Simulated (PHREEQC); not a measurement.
Dissolve 0.018 mol ZnCl2, 0.0023 mol H3BO3 and 0.21 mol NiCl2 per kg of water at 25 °C. Closed to the air; pH follows from the charge balance.

Equilibrium calculation in PHREEQC: ion-association model, wateq4f.dat.

The ionic strength comes out as 0.541 mol/kgw. What activity coefficients do Zn+2, Cl-, NiOH+, ZnCl3-, Ni+2 get?

Zn+2 0.24, Cl- 0.64, NiOH+ 0.74, ZnCl3- 0.64, Ni+2 0.29.

Precipitation was switched off in this run.
